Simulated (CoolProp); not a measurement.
Vapour-liquid equilibrium of n-hexane (1) + toluene (2) at 280.6 K; x and y are mole fractions of (1).

The numbers come from the multi-fluid Helmholtz-energy mixture model, Thol 2019 and Lemmon 2006; pair parameters Bell 2016 in CoolProp.

| x | bubble pressure, mixture model (MPa) | bubble pressure, Raoult's law (MPa) | y, mixture model | y, Raoult's law |
|---|---|---|---|---|
| 0.05 | 0.002114 | 0.001806 | 0.354 | 0.246 |
| 0.15 | 0.003239 | 0.002552 | 0.617 | 0.522 |
| 0.25 | 0.004140 | 0.003297 | 0.729 | 0.674 |
| 0.35 | 0.004896 | 0.004042 | 0.794 | 0.770 |
| 0.45 | 0.005561 | 0.004788 | 0.839 | 0.835 |
| 0.55 | 0.006174 | 0.005533 | … | 0.883 |
| 0.65 | 0.006763 | 0.006279 | … | 0.920 |
| 0.75 | 0.007348 | 0.007024 | 0.933 | 0.949 |
| 0.85 | … | 0.007769 | 0.960 | 0.972 |
| 0.95 | 0.008565 | 0.008515 | … | 0.992 |

**Question.** Complete the blanks.

**Answer.** 
- 0.55, y, mixture model: 0.875
- 0.65, y, mixture model: 0.905
- 0.85, bubble pressure, mixture model (MPa): 0.007945
- 0.95, y, mixture model: 0.986

The largest gap from Raoult's law is +26.9 % in bubble pressure, at x = 0.15. No azeotrope shows between x = 0.05 and 0.95.

Pair parameters are fitted to limited data, so mixtures are less certain than the pure fluids.
